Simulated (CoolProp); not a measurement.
Vapour-liquid equilibrium of carbon dioxide (1) + R227EA (2) at -36.05 °C; x and y are mole fractions of (1).

Computed with CoolProp (multi-fluid Helmholtz-energy mixture model, Span 1996 and Lemmon 2016; pair parameters Bell 2016).

Q: Give the bubble pressure and the first vapour's composition at x = 0.125, 0.35, 0.95. Is there an azeotrope?

A: x = 0.125: 170.0 kPa, y = 0.784; x = 0.35: 409.8 kPa, y = 0.926; x = 0.95: 1093 kPa, y = 0.997. No azeotrope shows between x = 0.05 and 0.95.

The pair parameters rest on a limited set of measurements; away from them the model extrapolates.
